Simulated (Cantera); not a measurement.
What does this Cantera script print?

```python
import numpy as np
import cantera as ct

gas_names = """
    H HO2 H2 H2O H2O2 O OH O2 O3 Ti TiO TiO2
""".split()
cond_names = """
    H2O(s) H2O(L) Ti(a) Ti(b) Ti(L) TiO(a) TiO(b) TiO(L) TiO2(ru) TiO2(L) Ti2O3(a) Ti2O3(b) Ti2O3(L)
    Ti3O5(a) Ti3O5(b) Ti3O5(L) Ti4O7(s) Ti4O7(L)
""".split()


def load(file, names, dense=False):
    # The tables refer to 1 bar. Condensed volumes are neglected.
    table = {s.name: s for s in ct.Species.list_from_file(file)}
    out = []
    for n in names:
        d = dict(table[n].input_data)
        d["thermo"] = dict(d["thermo"], **{"reference-pressure": 1e5})
        if dense:
            d["equation-of-state"] = {"model": "constant-volume", "density": "1e6 g/cm^3"}
        out.append(ct.Species.from_dict(d))
    return out


gas = ct.Solution(thermo="ideal-gas", species=load("nasa_gas.yaml", gas_names))
cond = {s.name: ct.Solution(thermo="fixed-stoichiometry", species=[s], name=s.name)
        for s in load("nasa_condensed.yaml", cond_names, dense=True)}
atoms = {
    'TiO2': {'Ti': 1, 'O': 2},
    'H2': {'H': 2},
}
top_T = {}  # K; cautious upper limits of use, not melting points


def equilibrate(T, P, feed):
    n = {}
    for name, mol in feed.items():
        for a, k in atoms[name].items():
            n[a] = n.get(a, 0.0) + k * mol
    gas.TPX = T, P, n
    mass = sum(n.values()) * gas.mean_molecular_weight
    gas.equilibrate("TP")
    valid = [c for c in cond.values() if c.min_temp <= T <= top_T.get(c.name, c.max_temp)]
    mix = ct.Mixture([(gas, mass / gas.mean_molecular_weight)] + [(c, 0.0) for c in valid])
    mix.T, mix.P = T, P
    mix.equilibrate("TP", solver="vcs", rtol=1e-11, max_steps=5000)
    return mix


results = []
T = 1275  # K
P = 360000  # Pa
for m in [16, 25, 40, 62, 99, 160, 250, 390, 620, 970, 1500, 2400]:
    feed = {'TiO2': 1, 'H2': m}  # mol
    mix = equilibrate(T, P, feed)
    results.append((T, P, feed, dict(zip(mix.species_names, mix.species_moles))))
    x = sorted(zip(gas.X, gas.species_names), reverse=True)
    print(f"T = {T:g} K  P = {P:g} Pa  n(H2) = {m:g} mol  gas = {mix.phase_moles(0):.4g} mol")
    print("   x: " + "  ".join(f"{s} {v:.3e}" for v, s in x if v > 0.001))
    print("   condensed (mol): " + ("  ".join(f"{mix.phase(i).name} {mix.phase_moles(i):.4g}"
          for i in range(1, mix.n_phases) if mix.phase_moles(i) > 1e-12) or "none"))
```

It prints:

```
T = 1275 K  P = 360000 Pa  n(H2) = 16 mol  gas = 16 mol
   x: H2 9.977e-01  H2O 2.339e-03
   condensed (mol): TiO2(ru) 0.8503  Ti4O7(s) 0.03743
T = 1275 K  P = 360000 Pa  n(H2) = 25 mol  gas = 25 mol
   x: H2 9.977e-01  H2O 2.339e-03
   condensed (mol): TiO2(ru) 0.7661  Ti4O7(s) 0.05848
T = 1275 K  P = 360000 Pa  n(H2) = 40 mol  gas = 40 mol
   x: H2 9.977e-01  H2O 2.339e-03
   condensed (mol): TiO2(ru) 0.6257  Ti4O7(s) 0.09356
T = 1275 K  P = 360000 Pa  n(H2) = 62 mol  gas = 62 mol
   x: H2 9.977e-01  H2O 2.339e-03
   condensed (mol): TiO2(ru) 0.4199  Ti4O7(s) 0.145
T = 1275 K  P = 360000 Pa  n(H2) = 99 mol  gas = 99 mol
   x: H2 9.977e-01  H2O 2.339e-03
   condensed (mol): TiO2(ru) 0.07373  Ti4O7(s) 0.2316
T = 1275 K  P = 360000 Pa  n(H2) = 160 mol  gas = 160 mol
   x: H2 9.984e-01  H2O 1.562e-03
   condensed (mol): Ti4O7(s) 0.25
T = 1275 K  P = 360000 Pa  n(H2) = 250 mol  gas = 250 mol
   x: H2 9.990e-01
   condensed (mol): Ti4O7(s) 0.25
T = 1275 K  P = 360000 Pa  n(H2) = 390 mol  gas = 390 mol
   x: H2 9.994e-01
   condensed (mol): Ti4O7(s) 0.25
T = 1275 K  P = 360000 Pa  n(H2) = 620 mol  gas = 620 mol
   x: H2 9.996e-01
   condensed (mol): Ti3O5(b) 0.1086  Ti4O7(s) 0.1685
T = 1275 K  P = 360000 Pa  n(H2) = 970 mol  gas = 970 mol
   x: H2 9.997e-01
   condensed (mol): Ti3O5(b) 0.3333
T = 1275 K  P = 360000 Pa  n(H2) = 1500 mol  gas = 1500 mol
   x: H2 9.998e-01
   condensed (mol): Ti3O5(b) 0.3333
T = 1275 K  P = 360000 Pa  n(H2) = 2400 mol  gas = 2400 mol
   x: H2 9.999e-01
   condensed (mol): Ti3O5(b) 0.3333
```

Cantera equilibrium calculation (NASA polynomials, part measured and part estimated; ideal gas, pure solids and liquids). Mutual solubility and eutectic melting of coexisting phases are not modelled. Condensed phases not in the tables: Magnéli phases beyond Ti4O7.
